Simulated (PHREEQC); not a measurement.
A solution holds 0.72 mol/kgw Na2CO3, 0.063 mol/kgw K2SO4 and 0.34 mol/kgw NaCl, at 25 °C. Closed to the air; pH follows from the charge balance.

Equilibrium calculation in PHREEQC: Pitzer model, pitzer.dat.

Each row changes one thing in this solution. Precipitation was switched off in this run.

```
case                                   pH  ionic strength (mol/kgw)  SI of Mirabilite (Na2SO4:10H2O)  SI of Halite (NaCl)
----------------------------------  -----  ------------------------  -------------------------------  -------------------
as made                             11.61                      2.68                            -1.59                -2.35
Na2CO3 left out                      7.11                     0.529                            -2.20                -2.88
diluted 10-fold with water          11.27                     0.266                            -3.47                -4.12
K2SO4 from 0.063 to 0.0315 mol/kgw  11.60                      2.59                            -1.86                -2.34
diluted 100-fold with water         10.91                    0.0259                            -5.87                -5.94
```

In brines, pH and single-ion activities rest on the MacInnes convention.
